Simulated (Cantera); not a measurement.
An adiabatic, constant-volume homogeneous reactor starts with CO : H₂ : CH₄ : O₂ : N₂ = 1 : 0.56 : 0.1 : 0.941 : 3.54 (molar parts), equivalence ratio 1.0, at 1000 K and 3.10 bar.

Computed with Cantera and GRI-Mech 3.0 (53 species, 325 reactions).

Problem. Predict: time of steepest temperature rise; temperature at 2.00 s; equilibrium temperature; x(CO) at 2.00 s; x(H₂) at 2.00 s; x(O) at 2.00 s; x(OH) at 2.00 s; x(H) at 2.00 s.

Solution. 
* **time of steepest temperature rise**: 2.34 ms
* **temperature at 2.00 s**: 2900 K
* **equilibrium temperature**: 2900 K
* **x(CO) at 2.00 s**: 0.0691 (gas-phase equilibrium 0.0691)
* **x(H₂) at 2.00 s**: 0.00888 (gas-phase equilibrium 0.00888)
* **x(O) at 2.00 s**: 0.00405 (gas-phase equilibrium 0.00405)
* **x(OH) at 2.00 s**: 0.0153 (gas-phase equilibrium 0.0153)
* **x(H) at 2.00 s**: 0.00380 (gas-phase equilibrium 0.00380)
